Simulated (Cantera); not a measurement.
Input: 1 mol SiHCl3, 15 mol N2, at 1323.15 K and 0.610 bar.

These are equilibrium values from Cantera (NASA tables, ideal gas, pure condensed phases), not measurements of a reactor. Candidate condensed phases: NH4Cl, Si, Si3N4; 28 gas species. N2 is the only nitrogen source here; it is nearly inert below about 1500 K, so the nitride shown seldom forms there in practice. The tables' values for SiCl3 are old estimates; treat these amounts as uncertain. The numbers say what is thermodynamically allowed, not how fast it happens.

Base state: N2 0.909, HCl 0.0520, SiCl4 0.0323, H2 0.00487, SiCl3 0.00112, SiCl2 0.000211, SiHCl3 0.000154 (mole fractions); condensed: Si3N4(s).

What changes in the equilibrium state with this change: temperature from 1323.15 K to 1648.15 K?


| species | before | after |
|---|---|---|
| N2 | 0.909 | 0.899 |
| HCl | 0.0520 | 0.0501 |
| SiCl2 | 0.000211 | 0.0198 |
| SiCl4 | 0.0323 | 0.0143 |
| SiCl3 | 0.00112 | 0.0113 |
| Cl | 1.27e-6 | 6.26e-5 |
| SiHCl3 | 0.000154 | 0.000245 |
| H2 | 0.00487 | 0.00513 |
| Si3N4(s), mol | 0.151 | 0.0819 |

What changes in the equilibrium state with this change: temperature from 1323.15 K to 1850 K?


```csv
species,before,after
N2,0.909,0.888
SiCl2,0.000211,0.0482
HCl,0.0520,0.0457
SiCl4,0.0323,0.00226
SiCl,<1e-9,1.60e-5
H,1.42e-7,5.63e-5
"Si3N4(s), mol",0.151,0
```
The tables' values for SiCl3, SiCl are old estimates; treat these amounts as uncertain.
